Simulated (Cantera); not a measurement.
A diamond (100) surface in a fixed gas of H2 with x(CH4) = 0.012, x(CH3) = 0.00051, at 1200 K, 218 Torr; coverages are run to steady state.

Computed with Cantera and the Harris–Goodwin 1993 mechanism for the reconstructed diamond (100) surface.

θ: site fractions in the mechanism's names (c6HH fully hydrogenated, c6H* and c6*H radical sites, c6** diradical, c6HM methylated).

| x(H) | growth (µm/h) | θ c6HH | θ c6H* | θ c6*H | θ c6** | θ c6HM |
|---|---|---|---|---|---|---|
| 0.0001 | 4.15 | 0.590 | 0.0259 | 0.332 | 0.00386 | 0.0253 |
| 0.0002 | ? | ? | ? | ? | ? | ? |
| 0.00041 | 20.2 | 0.469 | 0.0331 | 0.423 | 0.0128 | 0.0336 |
| 0.00082 | 37.5 | 0.444 | 0.0347 | 0.444 | 0.0182 | 0.0333 |
| 0.0016 | 61.1 | 0.433 | 0.0358 | 0.457 | 0.0227 | 0.0291 |
| 0.0033 | 90.8 | 0.430 | 0.0369 | 0.469 | 0.0263 | 0.0217 |
| 0.0067 | 118 | 0.431 | 0.0378 | 0.478 | 0.0286 | 0.0141 |
| 0.013 | ? | 0.433 | 0.0387 | 0.484 | 0.0300 | ? |
| 0.027 | 150 | 0.435 | 0.0398 | 0.487 | 0.0310 | 0.00453 |

Problem. What belongs in the gaps?

Solution. 
- 0.0002, growth (µm/h): 9.57
- 0.0002, θ c6HH: 0.517
- 0.0002, θ c6H*: 0.0302
- 0.0002, θ c6*H: 0.387
- 0.0002, θ c6**: 0.00759
- 0.0002, θ c6HM: 0.0305
- 0.013, growth (µm/h): 136
- 0.013, θ c6HM: 0.00850
